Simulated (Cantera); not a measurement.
A perfectly stirred reactor is fed with C3H8 : O2 : N2 = 1 : 10.2 : 38.4 (molar parts), at 0.810 bar; it is adiabatic with a 698 K inlet, and is followed from long to short residence time, starting on the burning branch (τ in s: 0.032, 0.014, 0.0061, 0.0027, 0.0012, 0.00051, 0.00022, 9.6e-05, 4.2e-05, 1.8e-05, 8e-06, 3.5e-06).

Detailed kinetics in Cantera: GRI-Mech 3.0 (53 species, 325 reactions). GRI-Mech 3.0 was tuned for natural gas; its chemistry of propane as a main component is partial and can be far from experiment.

Task: What does this change do: C3H8 1 to 0.65 parts?

Result: 
| quantity | before | after |
|---|---|---|
| blow-out, bracketed by the residence times tried | burning at 0.220 ms, out at 96.0 µs | burning at 1.20 ms, out at 0.510 ms |
| x(C3H8) at τ = 32.0 ms | 1.65e-6 | 5.87e-6 |
| x(O2) at τ = 32.0 ms | 0.102 | 0.140 |
| x(H2) at τ = 32.0 ms | 0.000206 | 5.82e-5 |
| x(HCO) at τ = 32.0 ms | 4.93e-8 | 3.74e-8 |
| x(OH) at τ = 32.0 ms | 0.00193 | 0.000550 |
| x(C3H8) at τ = 0.220 ms | 8.44e-5 | 0.0132 |
| x(O2) at τ = 0.220 ms | 0.111 | 0.207 |
| x(H2) at τ = 0.220 ms | 0.00236 | <1e-12 |
| x(HCO) at τ = 0.220 ms | 8.87e-6 | <1e-12 |
| x(OH) at τ = 0.220 ms | 0.00363 | <1e-12 |

Task: What does this change do: pressure from 0.810 bar to 10.0 bar?

Result: 
| quantity | before | after |
|---|---|---|
| blow-out, bracketed by the residence times tried | burning at 0.220 ms, out at 96.0 µs | burning at 96.0 µs, out at 42.0 µs |
| x(C3H8) at τ = 32.0 ms | 1.65e-6 | 6.91e-7 |
| x(O2) at τ = 32.0 ms | 0.102 | 0.103 |
| x(H2) at τ = 32.0 ms | 0.000206 | 1.29e-5 |
| x(HCO) at τ = 32.0 ms | 4.93e-8 | 3.70e-9 |
| x(OH) at τ = 32.0 ms | 0.00193 | 0.000441 |
| x(C3H8) at τ = 0.220 ms | 8.44e-5 | 3.43e-5 |
| x(O2) at τ = 0.220 ms | 0.111 | 0.106 |
| x(H2) at τ = 0.220 ms | 0.00236 | 0.000295 |
| x(HCO) at τ = 0.220 ms | 8.87e-6 | 6.50e-7 |
| x(OH) at τ = 0.220 ms | 0.00363 | 0.00128 |
